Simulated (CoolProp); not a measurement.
Computed with CoolProp (reference Helmholtz-energy equation of state, Wu 2012).

**Question.** For fluoroethane (R161), give the phase and the speed of sound (m/s), isothermal compressibility (1/MPa), expansivity (1/kK) at 115.85 °C and 1390 kPa; 149.75 °C and 1390 kPa.

**Answer.** 
- 115.85 °C and 1390 kPa: gas; speed of sound 256, isothermal compressibility 0.797, expansivity 3.52
- 149.75 °C and 1390 kPa: gas; speed of sound 271, isothermal compressibility 0.774, expansivity 2.98
